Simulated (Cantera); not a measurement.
Input (Python, Cantera) and output of one run.

```python
import numpy as np
import cantera as ct

gas_names = """
    F O3
""".split()
cond_names = """
    MgO(s) MgO(L) MgF2(s) MgF2(L) Mg(cr) Mg(L)
""".split()


# ... load() reads the species with a 1 bar reference pressure and builds the phases ...
species = {s.name: s for s in load("nasa_gas.yaml", gas_names) + load("nasa_condensed.yaml", cond_names)}
# Each term lists the table entries of one substance; the one whose range holds T is used.
reactions = {
    '3 MgO + 6 F(g) = 3 MgF2 + O3(g)':
        [(-3, ['MgO(s)', 'MgO(L)']), (-6, ['F']), (3, ['MgF2(s)', 'MgF2(L)']), (1, ['O3'])],
    'Mg + 2 F(g) = MgF2':
        [(-1, ['Mg(cr)', 'Mg(L)']), (-2, ['F']), (1, ['MgF2(s)', 'MgF2(L)'])],
}


def pick(names, T):
    return next(species[n] for n in names if species[n].thermo.min_temp <= T <= species[n].thermo.max_temp)


results = []
for label, terms in reactions.items():
    print(label)
    print("     T/K   dH/kJ  dS/(J/K)   dG/kJ   log10 K")
    for T in [1123, 1223, 1323, 1423, 1523, 1623, 1723]:
        used = [(nu, pick(names, T)) for nu, names in terms]
        dH = sum(nu * s.thermo.h(T) for nu, s in used) / 1e6
        dS = sum(nu * s.thermo.s(T) for nu, s in used) / 1e3
        dG = dH - T * dS / 1e3
        logK = -dG * 1e6 / (ct.gas_constant * T * np.log(10))
        results.append((label, T, dH, dS, dG, logK, [s.name for _, s in used]))
        print(f"{T:8g} {dH:8.1f} {dS:8.1f} {dG:8.1f} {logK:8.2f}")
```

It prints:

```
3 MgO + 6 F(g) = 3 MgF2 + O3(g)
     T/K   dH/kJ  dS/(J/K)   dG/kJ   log10 K
    1123  -1899.9   -622.9  -1200.4    55.84
    1223  -1898.2   -621.4  -1138.2    48.61
    1323  -1896.3   -619.9  -1076.2    42.49
    1423  -1894.4   -618.5  -1014.2    37.23
    1523  -1892.2   -617.0   -952.5    32.67
    1623  -1710.9   -499.1   -900.9    28.99
    1723  -1705.2   -495.7   -851.2    25.80
Mg + 2 F(g) = MgF2
     T/K   dH/kJ  dS/(J/K)   dG/kJ   log10 K
    1123  -1289.5   -300.5   -952.0    44.28
    1223  -1289.0   -300.1   -922.0    39.38
    1323  -1288.4   -299.6   -892.0    35.22
    1423  -1287.8   -299.2   -862.1    31.64
    1523  -1287.1   -298.7   -832.2    28.54
    1623  -1226.7   -259.4   -805.7    25.93
    1723  -1224.8   -258.3   -779.8    23.64
```

Cantera with NASA thermochemical tables; ideal gases at 1 bar, condensed phases pure. Condensed species are held in their standard states even where they would react or evaporate.
